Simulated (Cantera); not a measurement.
Charge: 1 mol FeS, 4.1 mol H₂S, 0.72 mol N₂, 0.36 mol SO₃, held at 1448 K and 1 atm.

These are equilibrium values from Cantera (NASA tables, ideal gas, pure condensed phases), not measurements of a reactor. Candidate condensed phases: Fe, FeO, Fe(OH)₂, Fe(OH)₃, FeS, FeSO₄, FeS₂, Fe₂O₃, Fe₂(SO₄)₃, Fe₃O₄, H₂O, H₂SO₄, S; 38 gas species. FeS: taken at fixed stoichiometry. Equilibrium is a limit: real reactors are often held back by kinetics, nucleation or transport.

Base state: H₂S 0.341, S₂ 0.198, H₂O 0.177, H₂ 0.161, N₂ 0.119, SH 0.00234, SO₂ 0.000764, S₂O 0.000416 (mole fractions); condensed: FeS(s).

What changes in the equilibrium state with this change: temperature from 1448 K to 1575 K?


| species | before | after |
|---|---|---|
| H₂S | 0.341 | 0.267 |
| S₂ | 0.198 | 0.221 |
| H₂ | 0.161 | 0.219 |
| H₂O | 0.177 | 0.171 |
| N₂ | 0.119 | 0.116 |
| H | 3.68e-6 | 1.93e-5 |
| S | 9.62e-6 | 4.36e-5 |
| FeS(s), mol | 1.00 | 0 |
| FeS(l), mol | 0 | 1.000 |

What changes in the equilibrium state with this change: SO₃ from 0.36 to 0.2 mol?


| species | before | after |
|---|---|---|
| H₂S | 0.341 | 0.398 |
| H₂ | 0.161 | 0.204 |
| S₂ | 0.198 | 0.169 |
| H₂O | 0.177 | 0.103 |
| N₂ | 0.119 | 0.124 |
| SO₂ | 0.000764 | 0.000149 |
| S₂O | 0.000416 | 0.000164 |
| SO | 0.000111 | 4.74e-5 |
| FeS(s), mol | 1.00 | 1.00 |
